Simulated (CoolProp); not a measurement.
Vapour-liquid equilibrium of ethylbenzene (1) + n-nonane (2) at 0.00402 bar; x and y are mole fractions of (1).

Computed with CoolProp (multi-fluid Helmholtz-energy mixture model, Zhou 2012 and Lemmon 2006; pair parameters Bell 2016).

| x | bubble temperature, mixture model (K) | bubble temperature, Raoult's law (K) | y, mixture model | y, Raoult's law |
|---|---|---|---|---|
| 0.05 | 290.9 | 291.5 | … | 0.108 |
| 0.125 | 288.9 | 290.2 | … | 0.248 |
| 0.2 | 287.2 | 288.9 | 0.433 | 0.368 |
| 0.275 | 285.8 | 287.8 | 0.529 | 0.471 |
| 0.35 | 284.7 | 286.7 | 0.604 | 0.560 |
| 0.425 | 283.7 | 285.7 | 0.665 | 0.637 |
| 0.5 | 282.9 | 284.7 | … | 0.705 |
| 0.575 | 282.2 | 283.8 | 0.762 | 0.765 |
| 0.65 | 281.5 | 282.9 | 0.803 | 0.818 |
| 0.725 | 281.0 | 282.1 | … | 0.865 |
| 0.8 | 280.5 | 281.3 | 0.881 | 0.907 |
| 0.875 | 280.1 | 280.6 | 0.922 | 0.945 |
| 0.95 | 279.7 | 279.9 | 0.967 | 0.979 |

Task: What belongs in the gaps?

Result: 
- 0.05, y, mixture model: 0.143
- 0.125, y, mixture model: 0.309
- 0.5, y, mixture model: 0.717
- 0.725, y, mixture model: 0.842

The largest gap from Raoult's law is -2.0 K in bubble temperature, at x = 0.35. No azeotrope shows between x = 0.05 and 0.95.

Pair parameters are fitted to limited data, so mixtures are less certain than the pure fluids.
